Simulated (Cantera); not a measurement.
Feed: 1 mol SiCl4, 1.3 mol O3, held at 1.28 Torr.

Equilibrium computed with Cantera from the NASA thermochemical tables; the gas is ideal and each condensed phase is pure. Candidate condensed phases: Si, SiO2; 15 gas species. The tables hold silica as quartz up to 1696 K and as liquid above; real silica turns to tridymite and cristobalite and melts near 1996 K. Equilibrium is a limit: real reactors are often held back by kinetics, nucleation or transport.

Question: Which condensed phases are stable at each of these points (T (°C)): 400, 550, 700, 850, 1000, 1150, 1300, 1450?

Answer: 
```tsv
T (°C)	condensed phases	Si condensed (%)
400	SiO2(α-quartz)	100.0
550	SiO2(α-quartz)	100.0
700	SiO2(β-quartz)	100.0
850	SiO2(β-quartz)	100.0
1000	SiO2(β-quartz)	100.0
1150	SiO2(β-quartz)	100.0
1300	SiO2(β-quartz)	100.0
1450	SiO2(condensed)	100.0
```

From 400 °C to 550 °C the condensed part is SiO2(α-quartz). From 700 °C to 1300 °C the condensed part is SiO2(β-quartz). At 1450 °C the condensed part is SiO2(condensed).
